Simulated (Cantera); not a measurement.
Feed: 1 mol SiO2, 0.06 mol H2, held at 1400 K and 0.133 bar.

Equilibrium computed with Cantera from the NASA thermochemical tables; the gas is ideal and each condensed phase is pure. Candidate condensed phases: H2O, Si, SiO2; 18 gas species. The tables hold silica as quartz up to 1696 K and as liquid above; real silica turns to tridymite and cristobalite and melts near 1996 K. Rates play no part.

Task: What is the equilibrium state?

Result: 
```json
{
 "x(H2)": "1.000",
 "x(H2O)": "2.40e-5",
 "x(SiO)": "2.40e-5",
 "x(H)": "1.33e-5",
 "n(SiO2(β-quartz))": "1.000 mol",
 "gas_amount": "0.06000 mol",
 "log10 activity of Si(s) (absent)": "-2.72"
}
```
